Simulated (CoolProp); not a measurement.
Vapour-liquid equilibrium of cyclohexane (1) + n-heptane (2) at 0.126 MPa; x and y are mole fractions of (1).

The numbers come from the multi-fluid Helmholtz-energy mixture model, Zhou 2014 and Span 2003; pair parameters Bell 2016 in CoolProp.

```csv
x,bubble temperature (K),y at the bubble point,dew temperature at overall composition x (K),liquid density (mol/L)
0.05,378.0,0.078,378.4,6.150
0.125,376.3,0.188,377.3,6.295
0.2,374.7,0.289,376.1,6.444
0.275,373.1,0.382,374.9,6.599
0.35,371.7,0.467,373.7,6.759
0.425,370.2,0.546,372.4,6.926
0.5,368.9,0.619,371.1,7.099
0.575,367.6,0.687,369.7,7.279
0.65,366.4,0.750,368.3,7.466
0.725,365.2,0.809,366.9,7.662
0.8,364.1,0.865,365.4,7.866
0.875,363.0,0.917,363.9,8.080
0.95,362.0,0.968,362.3,8.303
```

No azeotrope shows between x = 0.05 and 0.95.

The pair parameters rest on a limited set of measurements; away from them the model extrapolates.
